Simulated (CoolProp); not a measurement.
The fluid at 662.42 K and 0.663 MPa is throttled through a valve to 0.0856 MPa with no heat exchange. The same conditions are run with several fluids, on thermodynamics alone (safety and materials aside).

The numbers come from the reference Helmholtz-energy equation of state of each fluid (ammonia: Gao 2020; nitrogen: Span 2000; oxygen: Schmidt 1985; water: Wagner 2002; normal hydrogen: Leachman 2009) in CoolProp.

```
fluid            temperature change (K)  final density (kg/m³)
---------------  ----------------------  ---------------------
ammonia                            -1.5                  0.265
nitrogen                           +0.1                  0.435
oxygen                             -0.1                  0.497
water                              -4.6                  0.282
normal hydrogen                    +0.3                 0.0313
```

Above 300 K oxygen's equation is extrapolated.
